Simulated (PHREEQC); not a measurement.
Consider water at 25 °C with 0.012 mol HF, 0.009 mol KF and 0.00076 mol H2SO4 per kg of water. Closed to the air; pH follows from the charge balance.

All values are PHREEQC results (ion-association model, phreeqc.dat), not measurements.

This is a speciation only: nothing precipitates in the calculation.

**Question.** What pH, ionic strength does the model give?

**Answer.** pH 2.97; ionic strength 0.0108 mol/kgw.

**Question.** In which forms is F present?

**Answer.** HF 57 %, F- 40 %, HF2- 3.6 % of the F.

Complexes and solids missing from the database can't appear.
